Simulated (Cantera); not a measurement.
A closed system holds: 1 mol Fe2O3, 8 mol C, 0.45 mol H2, equilibrated at 1073 K and 0.570 Torr.

Method: chemical equilibrium by Gibbs-energy minimisation in Cantera with the NASA 1993 tables (ideal gas, pure condensed phases). Candidate condensed phases: C, C6H6, C7H8, C8H18, Fe, Fe(CO)5, FeO, Fe(OH)2, Fe(OH)3, Fe2O3, Fe3O4, H2O; 114 gas species. Condensed phases not in the tables: cementite and carbon dissolved in iron. Kinetics and transport are ignored.

Base state: CO 0.869, H2 0.130, CO2 8.09e-5, H2O 1.12e-5 (mole fractions); condensed: C(graphite) + Fe(α).

Task: What changes in the equilibrium state with this change: temperature from 1073 K to 1625 K?

Result: 
| species | before | after |
|---|---|---|
| CO | 0.869 | 0.867 |
| H2 | 0.130 | 0.130 |
| Fe | <1e-9 | 0.00228 |
| H | 1.84e-7 | 0.000921 |
| CO2 | 8.09e-5 | 1.38e-7 |
| H2O | 1.12e-5 | 6.39e-8 |
| C(graphite), mol | 5.00 | 5.00 |
| Fe(α), mol | 2.00 | 0 |
| Fe(γ), mol | 0 | 1.99 |
Iron dissolves carbon and melts from about 1420 K in contact with it, which pure phases cannot show.
